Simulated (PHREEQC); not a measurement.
A PHREEQC speciation (ion-association model, wateq4f.dat) at 47 °C gives pH 2.18 and these molalities:

```tsv
species	mol/kgw
BF4-	0.0137
HF	0.00880
H+	0.00767
Cu+2	0.00730
SO4-2	0.00251
H3BO3	0.00208
HSO4-	0.00165
CuSO4	0.00114
BF3OH-	0.000885
F-	0.000705
BF2(OH)2-	0.000300
H2F2	8.90e-5
CuF+	5.88e-5
HF2-	2.69e-5
BF(OH)3-	7.35e-7
```

Q: What are the element totals, and what could have been dissolved in 1 kg of water to give them?

A: One answer among several that fit: totals B 0.0170, Cu(2) 0.00850, F 0.0680, S(6) 0.00530 mol/kgw, from 0.0085 mol Cu(BF4)2 and 0.0053 mol H2SO4 per kg of water.

This is a speciation only: nothing precipitates in the calculation. Constants without temperature data keep their 25 °C values here. Real BF4- forms and hydrolyses slowly; the run takes it at equilibrium.
